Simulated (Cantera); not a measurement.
**Equilibrium for silicon epitaxy and polysilicon growth: Si₃H₈ + HCl + N₂**

A closed system holds: 1 mol Si₃H₈, 1.4 mol HCl, a varied amount of N₂, equilibrated at 1323.15 K and 1000 Pa.

Equilibrium computed with Cantera from the NASA thermochemical tables; the gas is ideal and each condensed phase is pure. Candidate condensed phases: NH₄Cl, Si, Si₃N₄; 28 gas species. The feed counts by its element totals alone. N₂ is the only nitrogen source here; it is nearly inert below about 1500 K, so the nitride shown seldom forms there in practice. The tables' values for SiCl₃ are old estimates; treat these amounts as uncertain. Equilibrium is a limit: real reactors are often held back by kinetics, nucleation or transport.

From 15 mol N₂ to 230 mol N₂ the condensed part is Si₃N₄(s). The main Si-bearing gas is SiCl₂ throughout.

| n(N₂) (mol) | log p N₂ | log p H₂ | log p HCl | log p SiCl₂ | n Si₃N₄(s) |
|---|---|---|---|---|---|
| 15 | -2.15 | -2.66 | -3.12 | -5.74 | 0.999 |
| 22 | -2.10 | -2.80 | -3.26 | -5.91 | 0.999 |
| 32 | -2.07 | -2.95 | -3.41 | -6.07 | 0.999 |
| 48 | -2.05 | -3.11 | -3.57 | -6.25 | 0.999 |
| 71 | -2.03 | -3.27 | -3.73 | -6.42 | 0.999 |
| 100 | -2.02 | -3.41 | -3.87 | -6.57 | 0.999 |
| 150 | -2.02 | -3.58 | -4.04 | -6.75 | 0.999 |
| 230 | -2.01 | -3.77 | -4.22 | -6.93 | 0.999 |
log p: log10 of the partial pressure in bar; n: condensed amount in mol.
